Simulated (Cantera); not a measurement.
Input (Python, Cantera):

```python
import numpy as np
import cantera as ct

gas = ct.Solution("gri30.yaml")


def delay(T, t_max=10):
    gas.TPX = T, 1200000, {'CO': 1, 'H2': 0.17, 'O2': 0.366, 'N2': 1.32, 'H2O': 0.27}
    reactor = ct.IdealGasReactor(gas, clone=False)
    net = ct.ReactorNet([reactor])
    net.rtol, net.atol = 1e-8, 1e-16
    while net.time < t_max:
        t_old, T_old = net.time, reactor.T
        net.step()
        if reactor.T > T + 400:  # ignition: a rise of 400 K
            return t_old + (T + 400 - T_old) / (reactor.T - T_old) * (net.time - t_old)
    return np.nan


taus = []
for T in [1023, 1098, 1173, 1248, 1323, 1398, 1473]:
    taus.append(delay(T))
    print(f"T0 = {T:6g} K   tau = {taus[-1]:.4e} s")
```

Output:

```
T0 =   1023 K   tau = 2.1025e-03 s
T0 =   1098 K   tau = 4.7148e-04 s
T0 =   1173 K   tau = 1.2343e-04 s
T0 =   1248 K   tau = 3.6306e-05 s
T0 =   1323 K   tau = 1.2676e-05 s
T0 =   1398 K   tau = 5.9016e-06 s
T0 =   1473 K   tau = 3.5309e-06 s
```

Detailed kinetics in Cantera: GRI-Mech 3.0 (53 species, 325 reactions). The hydrogen kinetics of GRI-Mech 3.0 are dated; newer H2 mechanisms differ, most at raised pressure. The pressure lies above the range GRI-Mech 3.0 was tuned for (to about 10 atm).
